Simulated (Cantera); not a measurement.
Feed: 1 mol Al2O3, 0.55 mol Cl2, at 898 K and 7.90 bar.

Equilibrium computed with Cantera from the NASA thermochemical tables; the gas is ideal and each condensed phase is pure. Candidate condensed phases: Al, AlCl3, Al2O3; 17 gas species. Condensed phases not in the tables: AlOCl. Rates play no part.

Base state: Cl2 1.000, Cl 2.54e-5 (mole fractions); condensed: Al2O3(s).

Question: What changes in the equilibrium state with this change: temperature from 898 K to 1475 K?

Answer: 
| species | before | after |
|---|---|---|
| Cl2 | 1.000 | 0.969 |
| Cl | 2.54e-5 | 0.0172 |
| AlCl3 | 4.97e-6 | 0.00789 |
| ClO | 1.16e-8 | 9.43e-5 |
| O2 | 3.73e-6 | 0.00587 |
| Al2O3(s), mol | 1.000 | 0.998 |

Question: What changes in the equilibrium state with this change: Al2O3 replaced by B?

Answer: 
```json
[
 {"species": "BCl3", "before": "0", "after": "1.00"},
 {"species": "Cl2", "before": "1.000", "after": "<1e-9"},
 {"species": "Cl", "before": "2.54e-5", "after": "<1e-9"},
 {"species": "Al2O3(s), mol", "before": "1.000", "after": "0"},
 {"species": "B(s), mol", "before": "0", "after": "0.633"}
]
```
Further candidate phases: B.

Question: What changes in the equilibrium state with this change: Al2O3 replaced by TiO2?

Answer: 
| species | before | after |
|---|---|---|
| Cl2 | 1.000 | 1.000 |
| TiCl4 | 0 | 0.000219 |
| O2 | 3.73e-6 | 0.000219 |
| Cl | 2.54e-5 | 2.53e-5 |
| Al2O3(s), mol | 1.000 | 0 |
| TiO2(rutile), mol | 0 | 1.000 |
Condensed phases not in the tables: TiOCl. Further candidate phases: Ti, TiCl2, TiCl3, TiCl4, TiO, TiO2, Ti2O3, Ti3O5, Ti4O7.
